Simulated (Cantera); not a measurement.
Thermodynamics of carbothermic reduction, feed TiO2 + CH4 + H2

A closed system holds: 1 mol TiO2, a varied amount of CH4, 12 mol H2, at 1827 °C and 13300 Pa.

Equilibrium computed with Cantera from the NASA thermochemical tables; the gas is ideal and each condensed phase is pure. Candidate condensed phases: C, C6H6, C7H8, C8H18, H2O, Ti, TiC, TiO, TiO2, Ti2O3, Ti3O5, Ti4O7; 113 gas species. Mutual solubility and eutectic melting of coexisting phases are not modelled. TiC, TiO: taken at fixed stoichiometry. Condensed phases not in the tables: solid solutions among these carbides, nitrides and lower oxides. The numbers say what is thermodynamically allowed, not how fast it happens.

At 0.39 mol CH4 the condensed part is Ti2O3(s) + Ti3O5(l). At 0.93 mol CH4 the condensed part is TiO(l) + Ti2O3(s). From 1.5 mol CH4 to 2.6 mol CH4 the condensed part is TiC(s) + TiO(l). From 3.1 mol CH4 to 5.8 mol CH4 the condensed part is C(graphite) + TiC(s). The main Ti-bearing gas is TiO at 0.39 mol CH4 and Ti at 5.8 mol CH4.

| n(CH4) (mol) | x H2 | x CO | x H | x H2O | x C2H2 (acetylene) | x CH4 | n Ti2O3(s) | n Ti3O5(l) | n TiO(l) | n TiC(s) | n C(graphite) |
|---|---|---|---|---|---|---|---|---|---|---|---|
| 0.39 | 0.959 | 0.0295 | 0.00836 | 0.00272 | 1.71e-11 | 4.50e-9 | 0.279 | 0.148 | 0 | 0 | 0 |
| 0.93 | 0.929 | 0.0626 | 0.00822 | 0.000575 | 1.57e-9 | 4.10e-8 | 0.0613 | 0 | 0.877 | 0 | 0 |
| 1.5 | 0.915 | 0.0765 | 0.00816 | 0.000124 | 4.85e-8 | 2.23e-7 | 0 | 0 | 0.749 | 0.251 | 0 |
| 2 | 0.906 | 0.0853 | 0.00812 | 0.000129 | 5.36e-8 | 2.31e-7 | 0 | 0 | 0.498 | 0.501 | 0 |
| 2.6 | 0.897 | 0.0943 | 0.00808 | 0.000135 | 5.86e-8 | 2.38e-7 | 0 | 0 | 0.198 | 0.801 | 0 |
| 3.1 | 0.892 | 0.0986 | 0.00806 | 9.42e-7 | 0.00129 | 3.50e-5 | 0 | 0 | 0 | 1.000 | 0.0468 |
| 3.6 | 0.897 | 0.0940 | 0.00808 | 9.02e-7 | 0.00130 | 3.54e-5 | 0 | 0 | 0 | 1.000 | 0.544 |
| 4.2 | 0.902 | 0.0889 | 0.00810 | 8.58e-7 | 0.00130 | 3.58e-5 | 0 | 0 | 0 | 1.000 | 1.14 |
| 4.7 | 0.905 | 0.0851 | 0.00812 | 8.25e-7 | 0.00131 | 3.61e-5 | 0 | 0 | 0 | 1.000 | 1.64 |
| 5.3 | 0.910 | 0.0810 | 0.00814 | 7.88e-7 | 0.00131 | 3.64e-5 | 0 | 0 | 0 | 1.000 | 2.23 |
| 5.8 | 0.913 | 0.0778 | 0.00815 | 7.60e-7 | 0.00132 | 3.66e-5 | 0 | 0 | 0 | 1.000 | 2.73 |
x: gas mole fraction; n: condensed amount in mol.
